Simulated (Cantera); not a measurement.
Cantera run, input and output.

```python
import numpy as np
import cantera as ct

gas = ct.Solution("gri30.yaml")


def delay(T, t_max=10):
    gas.TPX = T, 220000, {'H2': 1, 'O2': 0.455, 'N2': 1.71}
    reactor = ct.IdealGasConstPressureReactor(gas, clone=False)
    net = ct.ReactorNet([reactor])
    net.rtol, net.atol = 1e-8, 1e-16
    while net.time < t_max:
        t_old, T_old = net.time, reactor.T
        net.step()
        if reactor.T > T + 400:  # ignition: a rise of 400 K
            return t_old + (T + 400 - T_old) / (reactor.T - T_old) * (net.time - t_old)
    return np.nan


taus = []
for T in [1025, 1075, 1125, 1175, 1225, 1275, 1325, 1375, 1425, 1475]:
    taus.append(delay(T))
    print(f"T0 = {T:6g} K   tau = {taus[-1]:.4e} s")
```

It prints:

```
T0 =   1025 K   tau = 1.5005e-03 s
T0 =   1075 K   tau = 9.7054e-05 s
T0 =   1125 K   tau = 4.4636e-05 s
T0 =   1175 K   tau = 2.8222e-05 s
T0 =   1225 K   tau = 2.0101e-05 s
T0 =   1275 K   tau = 1.5291e-05 s
T0 =   1325 K   tau = 1.2157e-05 s
T0 =   1375 K   tau = 9.9930e-06 s
T0 =   1425 K   tau = 8.4459e-06 s
T0 =   1475 K   tau = 7.3158e-06 s
```

Cantera simulation using GRI-Mech 3.0 (53 species, 325 reactions); the numbers are that mechanism's predictions, not measurements. The hydrogen kinetics of GRI-Mech 3.0 are dated; newer H2 mechanisms differ, most at raised pressure. Where the delays flatten at high temperature, the 400 K rule measures the pace of heat release, not the induction time.
